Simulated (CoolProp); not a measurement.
Values from CoolProp's reference Helmholtz-energy equation of state, Lemmon 2006. It is a short technical equation, of lower accuracy than the large ones.

**Question.** For toluene, give the phase and the Joule-Thomson coefficient (K/MPa), viscosity (µPa s), Prandtl number at -35.05 °C and 0.0241 MPa.

**Answer.** 
- -35.05 °C and 0.0241 MPa: liquid; Joule-Thomson coefficient -0.538, viscosity 1430, Prandtl number 15.0

Viscosity comes from a separate model (Avgeri 2015). Thermal conductivity comes from a separate model (Assael 2012).
